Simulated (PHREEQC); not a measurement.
Make-up at 10 °C: 6.1 mmol/kgw HF, 6.9 mmol/kgw NH4HF2 and 0.042 mmol/kgw H2SiF6. Closed to the air; pH follows from the charge balance.

All values are PHREEQC results (ion-association model, phreeqc.dat), not measurements.

Precipitation was switched off in this run.

Order these F species by the share of F that they hold, largest first: F-, HF2-, HF, SiF6-2.

HF (56 %), F- (40 %), HF2- (3.0 %), SiF6-2 (1.3 %)

The pH is 2.87 and the ionic strength 0.00841 mol/kgw. Species that the database lacks are ignored. Constants without temperature data keep their 25 °C values here. SiF6-2 is the database's only silicon fluoride.
